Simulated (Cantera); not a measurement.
A closed system holds: 1 mol Si, 0.42 mol N2O, 160 mol H2, equilibrated at 1323 K and 5.50 Pa.

Cantera equilibrium calculation (NASA polynomials, part measured and part estimated; ideal gas, pure solids and liquids). Candidate condensed phases: H2O, Si, SiO2, Si2N2O, Si3N4; 35 gas species. Mutual solubility and eutectic melting of coexisting phases are not modelled. The numbers say what is thermodynamically allowed, not how fast it happens.

Base state: H2 0.997, N2 0.00139, SiO 0.00139, H 0.000214 (mole fractions); condensed: Si(s) + Si2N2O(s).

**Question.** What changes in the equilibrium state with this change: N2O from 0.42 to 0.073 mol?

**Answer.** 
| species | before | after |
|---|---|---|
| H2 | 0.997 | 0.999 |
| N2 | 0.00139 | 0.000456 |
| SiO | 0.00139 | 0.000456 |
| H | 0.000214 | 0.000214 |
| Si(s), mol | 0.383 | 0.927 |
| Si2N2O(s), mol | 0.197 | 0 |

**Question.** What changes in the equilibrium state with this change: N2O from 0.42 to 0.068 mol?

**Answer.** 
| species | before | after |
|---|---|---|
| H2 | 0.997 | 0.999 |
| N2 | 0.00139 | 0.000425 |
| SiO | 0.00139 | 0.000425 |
| H | 0.000214 | 0.000214 |
| Si(s), mol | 0.383 | 0.932 |
| Si2N2O(s), mol | 0.197 | 0 |

**Question.** What changes in the equilibrium state with this change: temperature from 1323 K to 1100 K?

**Answer.** 
| species | before | after |
|---|---|---|
| H2 | 0.997 | 1.000 |
| H | 0.000214 | 3.49e-6 |
| N2 | 0.00139 | 6.60e-7 |
| SiO | 0.00139 | 6.60e-7 |
| Si(s), mol | 0.383 | 0.160 |
| Si2N2O(s), mol | 0.197 | 0.420 |
